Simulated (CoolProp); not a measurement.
C2F6 (R116) along the isobar 0.188 MPa: Z from the reference equation and from simpler models built on Tc = 293.0 K, pc = 3.048 MPa, ω = 0.257; each cubic takes its own stable root.

The numbers come from the reference Helmholtz-energy equation of state, Lemmon 2006 in CoolProp. It is a short technical equation, of lower accuracy than the large ones.

```csv
T (K),phase,reference,Pitzer virial,van der Waals,Soave-Redlich-Kwong,Peng-Robinson
210.8,gas,0.9343,0.9338,0.9589,0.9389,0.9359
217.4,gas,0.9412,0.9404,0.9618,0.9444,0.9414
224.1,gas,0.9473,0.9463,0.9644,0.9494,0.9464
230.7,gas,0.9524,0.9514,0.9668,0.9537,0.9508
237.4,gas,0.9569,0.9559,0.9690,0.9577,0.9549
244.1,gas,0.9609,0.9599,0.9710,0.9612,0.9585
250.7,gas,0.9643,0.9634,0.9728,0.9644,0.9617
257.4,gas,0.9674,0.9665,0.9745,0.9673,0.9646
264.1,gas,0.9702,0.9693,0.9760,0.9699,0.9673
270.7,gas,0.9726,0.9718,0.9774,0.9722,0.9697
277.4,gas,0.9748,0.9741,0.9787,0.9744,0.9719
284.1,gas,0.9768,0.9761,0.9799,0.9763,0.9739
290.7,gas,0.9786,0.9780,0.9810,0.9781,0.9757
297.4,gas,0.9802,0.9796,0.9821,0.9797,0.9774
304.1,gas,0.9817,0.9812,0.9830,0.9813,0.9790
```
